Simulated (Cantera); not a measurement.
What does this Cantera script print?

```python
import numpy as np
import cantera as ct

gas_names = """
    H H2 H2S N NH NH2 NH3 N2 N2H2 N2H4 Ni NiS S SH SN S2 S8
""".split()
cond_names = """
    Ni(cr) Ni(L) NiS(b) NiS(a) NiS(L) NiS2(s) NiS2(L) Ni3S2(I) Ni3S2(II) Ni3S2(L) Ni3S4(s) S(cr1) S(cr2)
    S(L)
""".split()


def load(file, names, dense=False):
    # The tables refer to 1 bar. Condensed volumes are neglected.
    table = {s.name: s for s in ct.Species.list_from_file(file)}
    out = []
    for n in names:
        d = dict(table[n].input_data)
        d["thermo"] = dict(d["thermo"], **{"reference-pressure": 1e5})
        if dense:
            d["equation-of-state"] = {"model": "constant-volume", "density": "1e6 g/cm^3"}
        out.append(ct.Species.from_dict(d))
    return out


gas = ct.Solution(thermo="ideal-gas", species=load("nasa_gas.yaml", gas_names))
cond = {s.name: ct.Solution(thermo="fixed-stoichiometry", species=[s], name=s.name)
        for s in load("nasa_condensed.yaml", cond_names, dense=True)}
atoms = {
    'NiS': {'Ni': 1, 'S': 1},
    'H2': {'H': 2},
    'N2': {'N': 2},
}
top_T = {'Ni3S4(s)': 620}  # K; cautious upper limits of use, not melting points


def equilibrate(T, P, feed):
    n = {}
    for name, mol in feed.items():
        for a, k in atoms[name].items():
            n[a] = n.get(a, 0.0) + k * mol
    gas.TPX = T, P, n
    mass = sum(n.values()) * gas.mean_molecular_weight
    gas.equilibrate("TP")
    valid = [c for c in cond.values() if c.min_temp <= T <= top_T.get(c.name, c.max_temp)]
    mix = ct.Mixture([(gas, mass / gas.mean_molecular_weight)] + [(c, 0.0) for c in valid])
    mix.T, mix.P = T, P
    mix.equilibrate("TP", solver="vcs", rtol=1e-11, max_steps=5000)
    return mix


results = []
feed = {'NiS': 1, 'H2': 510, 'N2': 16}  # mol
T = 1548  # K
P = 1333.22  # Pa
mix = equilibrate(T, P, feed)
results.append((T, P, feed, dict(zip(mix.species_names, mix.species_moles))))
print(gas.report(threshold=0.0001))
for i in range(1, mix.n_phases):
    print(f"{mix.phase(i).name:16s} {mix.phase_moles(i):12.5e} mol")
```

Result:

```
       temperature   1548 K
          pressure   1333.2 Pa
           density   0.00029706 kg/m^3
  mean mol. weight   2.8678 kg/kmol
   phase of matter   gas

                          1 kg             1 kmol
                     ---------------   ---------------
          enthalpy        1.3261e+07        3.8029e+07  J
   internal energy        8.7726e+06        2.5158e+07  J
           entropy             76424        2.1917e+05  J/K
    Gibbs function       -1.0504e+08       -3.0124e+08  J
 heat capacity c_p             11386             32652  J/K
 heat capacity c_v            8486.6             24338  J/K

                      mass frac. Y      mole frac. X     chem. pot. / RT
                     ---------------   ---------------   ---------------
                 H        9.2197e-05         0.0002623           -11.523
                H2           0.68009           0.96744           -23.046
               H2S          0.020631         0.0017363            -40.95
                N2           0.29707          0.030411            -33.92
                SH         0.0011843        0.00010271           -29.427
     [  +12 minor]        0.00093566        4.4068e-05

Ni(cr)            9.93697e-01 mol
NiS(L)            0.00000e+00 mol
NiS2(L)           0.00000e+00 mol
Ni3S2(L)          0.00000e+00 mol
S(L)              0.00000e+00 mol
```

Equilibrium computed with Cantera from the NASA thermochemical tables; the gas is ideal and each condensed phase is pure.
